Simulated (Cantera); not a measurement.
An adiabatic, constant-pressure homogeneous reactor starts with CH4 : CO : O2 : N2 = 1 : 0.31 : 1.44 : 5.4 (molar parts), at 1773 K and 0.987 atm. Integrator tolerance rtol = 1e-08.

Computed with Cantera and GRI-Mech 3.0 (53 species, 325 reactions).

### Question
What does this change do: pressure from 0.987 atm to 0.217 atm?

### Answer
| quantity | before | after |
|---|---|---|
| time of steepest temperature rise | 0.146 ms | 0.575 ms |
| temperature at 2.00 s | 2838 K | 2715 K |
| equilibrium temperature | 2838 K | 2715 K |
| x(CH4) at 2.00 s | <1e-12 (gas-phase equilibrium <1e-12) | <1e-12 (gas-phase equilibrium <1e-12) |
| x(CO) at 2.00 s | 0.110 (gas-phase equilibrium 0.110) | 0.110 (gas-phase equilibrium 0.110) |
| x(O2) at 2.00 s | 0.00349 (gas-phase equilibrium 0.00349) | 0.00518 (gas-phase equilibrium 0.00518) |
| x(H2O) at 2.00 s | 0.142 (gas-phase equilibrium 0.142) | 0.134 (gas-phase equilibrium 0.134) |
| x(CO2) at 2.00 s | 0.0363 (gas-phase equilibrium 0.0363) | 0.0350 (gas-phase equilibrium 0.0350) |
| x(CH2CO) at 2.00 s | <1e-12 (gas-phase equilibrium <1e-12) | <1e-12 (gas-phase equilibrium <1e-12) |

### Question
What does this change do: 0.13 parts C2H6 added?

### Answer
```
quantity                                                            before                                      after
---------------------------------  ---------------------------------------  -----------------------------------------
time of steepest temperature rise                                 0.146 ms                                    46.6 µs
temperature at 2.00 s                                               2838 K                                     2772 K
equilibrium temperature                                             2838 K                                     2772 K
x(CH4) at 2.00 s                     <1e-12 (gas-phase equilibrium <1e-12)  1.32e-12 (gas-phase equilibrium 1.53e-12)
x(CO) at 2.00 s                        0.110 (gas-phase equilibrium 0.110)        0.139 (gas-phase equilibrium 0.139)
x(O2) at 2.00 s                    0.00349 (gas-phase equilibrium 0.00349)  0.000631 (gas-phase equilibrium 0.000631)
x(H2O) at 2.00 s                       0.142 (gas-phase equilibrium 0.142)        0.132 (gas-phase equilibrium 0.132)
x(CO2) at 2.00 s                     0.0363 (gas-phase equilibrium 0.0363)      0.0258 (gas-phase equilibrium 0.0258)
x(CH2CO) at 2.00 s                   <1e-12 (gas-phase equilibrium <1e-12)      <1e-12 (gas-phase equilibrium <1e-12)
```
